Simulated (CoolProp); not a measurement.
Vapour-liquid equilibrium of CH2F2 (R32) (1) + propylene (2) at 1320 kPa; x and y are mole fractions of (1).

The numbers come from the multi-fluid Helmholtz-energy mixture model, Tillner-Roth 1997 and Lemmon 2013; pair parameters Bell 2016 in CoolProp.

Question: Give the bubble temperature and the first vapour's composition at x = 0.05, 0.8, 0.95. Is there an azeotrope?

Answer: x = 0.05: 25.7 °C, y = 0.129; x = 0.8: 10.7 °C, y = 0.744; x = 0.95: 13.8 °C, y = 0.908. y crosses x between x = 0.65 and 0.725: the model has an azeotrope there.

The pair parameters rest on a limited set of measurements; away from them the model extrapolates.
